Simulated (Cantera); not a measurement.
A closed system holds: 1 mol SiH4, 410 mol H2, equilibrated at 1725 K and 10.0 mbar.

These are equilibrium values from Cantera (NASA tables, ideal gas, pure condensed phases), not measurements of a reactor. Candidate condensed phases: Si; 9 gas species. Gases not in the tables: Si2H6 and higher silanes. The numbers say what is thermodynamically allowed, not how fast it happens.

Q: What is the equilibrium state?

A: 
| Item | Value |
|---|---|
| x(H2) | 0.998 |
| x(H) | 0.00186 |
| x(Si) | 0.000102 |
| x(SiH2) | 1.72e-5 |
| x(SiH) | 1.45e-5 |
| n(Si(l)) | 0.945 mol |
| gas amount | 412.4 mol |
